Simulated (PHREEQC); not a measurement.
A solution holds 0.011 mol H2SO4, 0.032 mol FeSO4 and 0.0037 mol MgSO4 per kg of water, at 25 °C and 300 atm. Closed to the air; pH follows from the charge balance.

Model: ion-association model, phreeqc.dat, run in PHREEQC.

Each row changes one thing in this solution. Precipitation was switched off in this run.

| case | pH | ionic strength (mol/kgw) | SO4-2 (mol/kgw) | HSO4- (mol/kgw) | Mg+2 (mol/kgw) | MgSO4 (mol/kgw) |
|---|---|---|---|---|---|---|
| as made | 2.00 | 0.108 | 0.0253 | 0.00862 | 0.00211 | 0.00159 |
| H2SO4 replaced by Li2SO4 at the same molality | 5.94 | 0.120 | 0.0321 | 1.21e-6 | 0.00195 | 0.00175 |
| FeSO4 from 0.032 to 0.0352 mol/kgw | 2.01 | 0.115 | 0.0270 | 0.00881 | 0.00209 | 0.00161 |
| FeSO4 left out | … | 0.0325 | 0.00825 | … | 0.00252 | 0.00118 |
| temperature from 25 to 15 °C | 1.97 | 0.118 | 0.0282 | 0.00792 | 0.00229 | 0.00141 |

**Question.** Fill in the missing entries.

**Answer.** 
- FeSO4 left out, pH: 1.84
- FeSO4 left out, HSO4- (mol/kgw): 0.00527

Complexes and solids missing from the database can't appear. Under pressure, the constants of complexes without a molar volume in the database are unreliable.
